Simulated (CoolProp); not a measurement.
A closed Brayton cycle with carbon dioxide: compressor inlet 324.15 K and 7.6 MPa, high pressure 26.4 MPa, turbine inlet 620 K, compressor efficiency 0.89, turbine efficiency 0.85, recuperator effectiveness 0.8 (on enthalpy, no pinch check). Each further row changes one setting.

Values from CoolProp's reference Helmholtz-energy equation of state, Span 1996.

```json
[
 {"case": "as stated", "thermal efficiency (%)": "18.9", "net work (kJ/kg)": "38.0", "compressor to turbine work": "0.64", "compressor exit (K)": "431.7", "turbine exit (K)": "499.4"},
 {"case": "turbine inlet 570 K", "thermal efficiency (%)": "(withheld)", "net work (kJ/kg)": "25.7", "compressor to turbine work": "(withheld)", "compressor exit (K)": "431.7", "turbine exit (K)": "453.5"},
 {"case": "compressor inlet 334.15 K", "thermal efficiency (%)": "(withheld)", "net work (kJ/kg)": "31.0", "compressor to turbine work": "(withheld)", "compressor exit (K)": "(withheld)", "turbine exit (K)": "499.4"},
 {"case": "high pressure 22.4 MPa", "thermal efficiency (%)": "19.5", "net work (kJ/kg)": "37.1", "compressor to turbine work": "0.60", "compressor exit (K)": "(withheld)", "turbine exit (K)": "515.1"},
 {"case": "recuperator effectiveness 0.5", "thermal efficiency (%)": "(withheld)", "net work (kJ/kg)": "38.0", "compressor to turbine work": "0.64", "compressor exit (K)": "431.7", "turbine exit (K)": "499.4"}
]
```

Question: What belongs in the gaps?

Answer: 
- turbine inlet 570 K, thermal efficiency (%): 14.4
- turbine inlet 570 K, compressor to turbine work: 0.72
- compressor inlet 334.15 K, thermal efficiency (%): 16.4
- compressor inlet 334.15 K, compressor to turbine work: 0.71
- compressor inlet 334.15 K, compressor exit (K): 447.7
- high pressure 22.4 MPa, compressor exit (K): 417.0
- recuperator effectiveness 0.5, thermal efficiency (%): 16.9
